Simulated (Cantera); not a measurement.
A closed system holds: 1 mol PbO, 0.55 mol CH4, 1.1 mol CO, at 1000 Pa.

Method: chemical equilibrium by Gibbs-energy minimisation in Cantera with the NASA 1993 tables (ideal gas, pure condensed phases). Candidate condensed phases: C, C6H6, C7H8, C8H18, H2O, Pb, PbO, PbO2, Pb3O4; 113 gas species. Kinetics and transport are ignored.

Question: Which condensed phases are stable at each of these points (T (K)): 1200, 1300, 1400, 1500, 1600, 1700, 1800, 1900, 2000, 2100, 2200, 2300, 2400?

Answer: 
```tsv
T (K)	condensed phases	Pb condensed (%)
1200	Pb(l)	81.1
1300	Pb(l)	2.1
1400	gas only	0.0
1500	gas only	0.0
1600	gas only	0.0
1700	gas only	0.0
1800	gas only	0.0
1900	gas only	0.0
2000	gas only	0.0
2100	gas only	0.0
2200	gas only	0.0
2300	gas only	0.0
2400	gas only	0.0
```

From 1200 K to 1300 K the condensed part is Pb(l). From 1400 K to 2400 K nothing is condensed.
